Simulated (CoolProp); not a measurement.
Vapour-liquid equilibrium of hydrogen sulfide (1) + n-butane (2) at 332.1 K; x and y are mole fractions of (1).

Values from CoolProp's multi-fluid Helmholtz-energy mixture model, Lemmon 2006 and Bücker 2006; pair parameters Kunz 2012.

Problem. Give the bubble pressure and the first vapour's composition at x = 0.65, 0.8, 0.95. Is there an azeotrope?

Solution. x = 0.65: 3.182 MPa, y = 0.863; x = 0.8: 3.650 MPa, y = 0.915; x = 0.95: 4.110 MPa, y = 0.975. No azeotrope shows between x = 0.05 and 0.95.

The pair parameters rest on a limited set of measurements; away from them the model extrapolates.
